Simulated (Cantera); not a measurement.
## Pb + H₂ + O₂ (iron carbonyl, mercury and lead vapours)

Feed: 1 mol Pb, a varied amount of H₂, 0.22 mol O₂, held at 700 °C and 113 Torr.

Cantera equilibrium calculation (NASA polynomials, part measured and part estimated; ideal gas, pure solids and liquids). Candidate condensed phases: H₂O, Pb, PbO, PbO₂, Pb₃O₄; 12 gas species. Kinetics and transport are ignored.

```tsv
n(H₂) (mol)	x H₂O	x H₂	x Pb	x PbO	x H	n Pb(l)	n PbO(yellow)
0.35	1.000	0.000133	5.85e-5	8.11e-7	3.24e-11	0.910	0.0900
1.2	0.367	0.633	5.85e-5	6.26e-11	2.23e-9	1.000	0
2.1	0.210	0.790	5.85e-5	2.87e-11	2.49e-9	1.000	0
3	0.147	0.853	5.85e-5	1.86e-11	2.59e-9	1.000	0
3.9	0.113	0.887	5.85e-5	1.38e-11	2.64e-9	1.000	0
4.8	0.0917	0.908	5.85e-5	1.09e-11	2.67e-9	1.000	0
5.7	0.0772	0.923	5.85e-5	9.05e-12	2.69e-9	1.000	0
6.5	0.0677	0.932	5.85e-5	7.85e-12	2.71e-9	1.000	0
```
x: gas mole fraction; n: condensed amount in mol.

At 0.35 mol H₂ the condensed part is Pb(l) + PbO(yellow). From 1.2 mol H₂ to 6.5 mol H₂ the condensed part is Pb(l). The main Pb-bearing gas is Pb throughout.
